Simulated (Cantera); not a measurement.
A closed system holds: 1 mol Si3N4, 0.11 mol CO2, 4.3 mol H2, held at 4.80 mbar.

Equilibrium computed with Cantera from the NASA thermochemical tables; the gas is ideal and each condensed phase is pure. Candidate condensed phases: C, C6H6, C7H8, C8H18, H2O, Si, SiC, SiO2, Si2N2O, Si3N4; 151 gas species. Mutual solubility and eutectic melting of coexisting phases are not modelled. Gases not in the tables: Si2H6 and higher silanes. Rates play no part.

Q: What share of the Si ends up in condensed phases as a function of T (K), at 1548, 1598, 1648, 1698, 1748, 1798, 1848, 1898, 1948, 1998, 2048, 2098?

A: 
```csv
T (K),Si condensed (%),as
1548,99.9,SiC(s) + Si2N2O(s) + Si3N4(s)
1598,99.7,Si(s) + SiC(s) + Si2N2O(s) + Si3N4(s)
1648,99.2,Si(s) + SiC(s) + Si2N2O(s) + Si3N4(s)
1698,97.3,Si(l) + SiC(s) + Si2N2O(s)
1748,93.1,Si(l) + SiC(s)
1798,93.2,Si(l) + SiC(s)
1848,93.2,Si(l) + SiC(s)
1898,93.2,Si(l) + SiC(s)
1948,92.9,Si(l) + SiC(s)
1998,92.2,Si(l) + SiC(s)
2048,90.7,Si(l) + SiC(s)
2098,87.9,Si(l) + SiC(s)
```
